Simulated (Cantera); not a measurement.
# Ignition delay

Mixture: CO : H2 : O2 : N2 = 1 : 1.3 : 1.05 : 3.93 (molar parts), equivalence ratio 1.1, at 19500 Torr, adiabatic and at constant volume. Ignition delay is the time to a rise of 400 K.

Detailed kinetics in Cantera: GRI-Mech 3.0 (53 species, 325 reactions). The hydrogen kinetics of GRI-Mech 3.0 are dated; newer H2 mechanisms differ, most at raised pressure. The pressure lies above the range GRI-Mech 3.0 was tuned for (to about 10 atm).

| T0 (K) | delay (ms) |
|---|---|
| 1425 | 0.00155 |
| 1500 | 0.000857 |
| 1575 | 0.000579 |
| 1650 | 0.000433 |
| 1725 | 0.000344 |

| Quantity | Value |
|---|---|
| apparent activation energy between 1575 and 1725 K | 79 kJ/mol |
